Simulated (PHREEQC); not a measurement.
Solution (63 °C): 0.011 mol CaCl2, 0.00016 mol NaF and 0.0062 mol MgSO4 per kg of water. Closed to the air; pH follows from the charge balance.

Computed with PHREEQC (ion-association model, phreeqc.dat).

```
quantity                    before     after
-------------------------  -------  --------
pH                            6.38      6.43
ionic strength (mol/kgw)    0.0457    0.0101
Ca+2 (mol/kgw)             0.00959   0.00203
Mg+2 (mol/kgw)             0.00451   0.00103
SO4-2 (mol/kgw)            0.00314  0.000862
MgSO4 (mol/kgw)            0.00165  0.000209
SI of Gypsum (CaSO4:2H2O)    -0.54     -1.47
```

Q: Name the change that produced these shifts.
(A) 0.00046 mol/kgw Ca(OH)2 added
(B) diluted 5-fold with water
(C) CaCl2 from 0.011 to 0.0022 mol/kgw
(D) NaF left out
(E) MgSO4 from 0.0062 to 0.0124 mol/kgw

A: B, diluted 5-fold with water

This is a speciation only: nothing precipitates in the calculation. At this temperature some constants are extrapolated from 25 °C, and those without enthalpy data are left unchanged.
